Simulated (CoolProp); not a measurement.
R152A at 322.28 K and 0.405 MPa flows at 0.28 m/s in a round tube of 1 mm bore and 0.25 µm roughness, fully developed (64/Re and Nu = 3.66 if laminar; Colebrook and Gnielinski if turbulent). Each further row changes one setting.

Model: reference Helmholtz-energy equation of state, Outcalt 1996, in CoolProp. It is a modified Benedict-Webb-Rubin equation, recast in Helmholtz form.

```csv
case,Reynolds number,Darcy friction factor,pressure drop (Pa/m),heat-transfer coefficient (W/(m² K)),mass flow (kg/h)
as stated,248,0.258,108,61.4,0.00847
velocity 0.56 m/s,497,0.129,216,61.4,0.0169
diameter 2 mm,497,0.129,27.0,30.7,0.0339
```

Viscosity comes from a separate model (Bell 2016), an estimate that may be off by 10 % or more. Thermal conductivity comes from a separate model (Krauss 1996).
